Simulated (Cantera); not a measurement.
Mixture: CH4 : O2 : N2 = 1 : 1 : 5.5 (molar parts), equivalence ratio 2.0, at 21800 Torr, adiabatic and at constant volume. Ignition delay is the time to a rise of 400 K.

Computed with Cantera and GRI-Mech 3.0 (53 species, 325 reactions). The pressure lies above the range GRI-Mech 3.0 was tuned for (to about 10 atm).

Q: What does this change do: O2 1 to 1.6 parts?

A: 
```tsv
quantity	before	after
delay at 1023 K	29.3 ms	17.6 ms
delay at 1098 K	9.38 ms	5.36 ms
delay at 1173 K	3.55 ms	1.94 ms
delay at 1248 K	1.50 ms	0.792 ms
delay at 1323 K	0.679 ms	0.352 ms
delay at 1398 K	0.324 ms	0.166 ms
delay at 1473 K	0.160 ms	82.5 µs
apparent activation energy between 1323 and 1473 K	160 kJ/mol	160 kJ/mol
```
